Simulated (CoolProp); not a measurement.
A simple Rankine cycle with isohexane: condensing at 299.15 K, boiler at 0.536 MPa, turbine inlet 547.2 K, turbine efficiency 0.8, pump efficiency 0.6, no recuperator. Each further row changes one setting.

Values from CoolProp's reference Helmholtz-energy equation of state, Lemmon 2006. It is a short technical equation, of lower accuracy than the large ones.

| case | thermal efficiency (%) | net work (kJ/kg) | heat in (kJ/kg) | turbine exit temperature (K) | volume ratio over the turbine |
|---|---|---|---|---|---|
| as stated | 12.7 | ? | 889 | 501.0 | 17.4 |
| condensing temperature 291.15 K | 13.8 | 126 | 907 | ? | 24.2 |
| boiler pressure 0.375 MPa | 11.2 | ? | ? | 507.1 | 12.2 |
| turbine efficiency 0.7 | 11.1 | 98.5 | 889 | 506.6 | 17.6 |

Q: Complete the blanks.

A: 
- as stated, net work (kJ/kg): 113
- condensing temperature 291.15 K, turbine exit temperature (K): 496.0
- boiler pressure 0.375 MPa, net work (kJ/kg): 100
- boiler pressure 0.375 MPa, heat in (kJ/kg): 892
